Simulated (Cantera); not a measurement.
## Ignition delay

Mixture: 20.4 % H2, 16.2 % O2, 60.9 % N2, 2.45 % H2O, equivalence ratio 0.63, at 0.600 bar, adiabatic and at constant volume. Ignition delay is the time to a rise of 400 K.

Detailed kinetics in Cantera: GRI-Mech 3.0 (53 species, 325 reactions). Where the delays flatten at high temperature, the 400 K rule measures the pace of heat release, not the induction time.

```json
[
 {"T0 (K)": "1175", "delay (ms)": "0.0901"},
 {"T0 (K)": "1250", "delay (ms)": "0.0638"},
 {"T0 (K)": "1325", "delay (ms)": "0.0492"},
 {"T0 (K)": "1400", "delay (ms)": "0.0408"},
 {"T0 (K)": "1475", "delay (ms)": "0.0362"},
 {"T0 (K)": "1550", "delay (ms)": "0.0340"},
 {"T0 (K)": "1625", "delay (ms)": "0.0335"},
 {"T0 (K)": "1700", "delay (ms)": "0.0344"},
 {"T0 (K)": "1775", "delay (ms)": "0.0364"},
 {"T0 (K)": "1850", "delay (ms)": "0.0393"}
]
```
